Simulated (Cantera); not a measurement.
Input (Python, Cantera) and output of one run.

```python
import numpy as np
import cantera as ct

gas_names = """
    CL CL2 H HCL H2 Si SiCL SiCL2 SiCL3 SiCL4 SiH SiHCL3 SiH2 SiH2CL2 SiH3 SiH3CL SiH4 Si2 Si3
""".split()
cond_names = """
    Si(cr) Si(L)
""".split()


# ... load() reads the species with a 1 bar reference pressure and builds the phases ...
atoms = {
    'SiCl4': {'Si': 1, 'CL': 4},
    'H2': {'H': 2},
}
top_T = {}  # K; cautious upper limits of use, not melting points


# ... equilibrate(T, P, feed) seeds the gas with the atoms and calls Mixture.equilibrate('TP', solver="vcs", rtol=1e-11, max_steps=5000) ...
results = []
feed = {'SiCl4': 1, 'H2': 1.6}  # mol
T = 798.15  # K
P = 101325  # Pa
mix = equilibrate(T, P, feed)
results.append((T, P, feed, dict(zip(mix.species_names, mix.species_moles))))
x = sorted(zip(gas.X, gas.species_names), reverse=True)
print(f"T = {T:g} K  P = {P:g} Pa  gas = {mix.phase_moles(0):.4g} mol")
print("   x: " + "  ".join(f"{s} {v:.3e}" for v, s in x if v > 0.0001))
print("   condensed (mol): " + ("  ".join(f"{mix.phase(i).name} {mix.phase_moles(i):.4g}"
      for i in range(1, mix.n_phases) if mix.phase_moles(i) > 1e-12) or "none"))
```

Output:

```
T = 798.15 K  P = 101325 Pa  gas = 2.6 mol
   x: H2 6.013e-01  SiCL4 3.706e-01  HCL 1.407e-02  SiHCL3 1.397e-02
   condensed (mol): none
```

These are equilibrium values from Cantera (NASA tables, ideal gas, pure condensed phases), not measurements of a reactor. The tables' values for SiCl3 are old estimates; treat these amounts as uncertain.
